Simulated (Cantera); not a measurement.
Charge: 1 mol SF6, 0.13 mol H2O, 45 mol N2, held at 1425 °C and 13.3 mbar.

Cantera equilibrium calculation (NASA polynomials, part measured and part estimated; ideal gas, pure solids and liquids). Candidate condensed phases: H2O, H2SO4, S; 62 gas species. The tables' values for SOF2, SF3, S2F2 (SSF2) are old estimates; treat these amounts as uncertain. Equilibrium is a limit: real reactors are often held back by kinetics, nucleation or transport.

Base state: N2 0.902, F 0.0726, SF2 0.0152, HF 0.00521, SOF2 0.00206, SF3 0.00147, SF4 0.000825, SO2 0.000253 (mole fractions); condensed: gas only.

Question: What changes in the equilibrium state with this change: temperature from 1425 °C to 2227 °C?

Answer: 
| species | before | after |
|---|---|---|
| N2 | 0.902 | 0.867 |
| F | 0.0726 | 0.110 |
| S | 1.85e-6 | 0.0139 |
| SF2 | 0.0152 | 1.09e-5 |
| SF4 | 0.000825 | <1e-9 |
| SF3 | 0.00147 | 2.66e-9 |
